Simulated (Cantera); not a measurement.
A closed system holds: 1 mol Si2Cl6, 0.88 mol Cl2, 3.4 mol H2, held at 725 °C and 51.0 Torr.

Cantera equilibrium calculation (NASA polynomials, part measured and part estimated; ideal gas, pure solids and liquids). Candidate condensed phases: Si; 19 gas species. The feed counts by its element totals alone. The tables' values for SiCl3 are old estimates; treat these amounts as uncertain. Rates play no part.

Q: What is the equilibrium state?

A: 
```json
{
  "x(H2)": "0.600",
  "x(SiCl4)": "0.314",
  "x(SiHCl3)": "0.0544",
  "x(HCl)": "0.0241",
  "x(SiCl3)": "0.00457",
  "x(SiCl2)": "0.00163",
  "x(SiH2Cl2)": "0.00101",
  "x(SiH3Cl)": "4.83e-6",
  "n(Si(s))": "0.00663 mol",
  "gas_amount": "5.307 mol"
}
```
